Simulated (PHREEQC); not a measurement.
A solution holds 0.011 mol/kgw H2SO4, 0.00011 mol/kgw FeCl3 and 0.085 mol/kgw KCl, at 20 °C. Closed to the air; pH follows from the charge balance.

Equilibrium calculation in PHREEQC: ion-association model, phreeqc.dat.

This is a speciation only: nothing precipitates in the calculation.

Task: Order these Fe species by the share of Fe that they hold, largest first: Fe+3, FeHSO4+2, Fe(SO4)2-, FeCl+2, FeSO4+.

Result: FeSO4+ (64 %), Fe+3 (13 %), FeCl+2 (10 %), FeHSO4+2 (5.5 %), Fe(SO4)2- (3.0 %)

Task: Order these S species by the share of S that they hold, largest first: FeSO4+, KSO4-, SO4-2, HSO4-.

Result: SO4-2 (55 %), HSO4- (34 %), KSO4- (10 %), FeSO4+ (0.64 %)

The pH is 1.82 and the ionic strength 0.108 mol/kgw. Saturation is exceeded, for instance for Hematite (slow to form), Goethite (slow to form); the values hold only as long as no solid forms. Species that the database lacks are ignored.
